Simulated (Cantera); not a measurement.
Charge: 1 mol Si₃N₄, 3.3 mol CO₂, a varied amount of H₂, 0.01 mol H₂O, equilibrated at 1725 K and 2.93 Torr.

These are equilibrium values from Cantera (NASA tables, ideal gas, pure condensed phases), not measurements of a reactor. Candidate condensed phases: C, C₆H₆, C₇H₈, C₈H₁₈, H₂O, Si, SiC, SiO₂, Si₂N₂O, Si₃N₄; 151 gas species. The tables hold silica as quartz up to 1696 K and as liquid above; real silica turns to tridymite and cristobalite and melts near 1996 K. Kinetics and transport are ignored.

Q: Which condensed phases are stable at each of these points (n(H₂) (mol)): 1.6, 2.3, 3.2, 4.5, 6.4, 9.1, 13, 18, 26, 36, 51, 72, 100?

A: 
| n(H₂) (mol) | condensed phases | Si condensed (%) |
|---|---|---|
| 1.6 | SiO₂(condensed) | 10.3 |
| 2.3 | SiO₂(condensed) | 10.3 |
| 3.2 | SiO₂(condensed) | 10.3 |
| 4.5 | SiO₂(condensed) | 10.2 |
| 6.4 | SiO₂(condensed) | 10.2 |
| 9.1 | SiO₂(condensed) | 10.1 |
| 13 | SiO₂(condensed) | 9.9 |
| 18 | SiO₂(condensed) | 9.6 |
| 26 | SiO₂(condensed) | 9.0 |
| 36 | SiO₂(condensed) | 7.9 |
| 51 | SiO₂(condensed) | 5.9 |
| 72 | SiO₂(condensed) | 2.3 |
| 100 | gas only | 0.0 |

From 1.6 mol H₂ to 72 mol H₂ the condensed part is SiO₂(condensed). At 100 mol H₂ nothing is condensed.
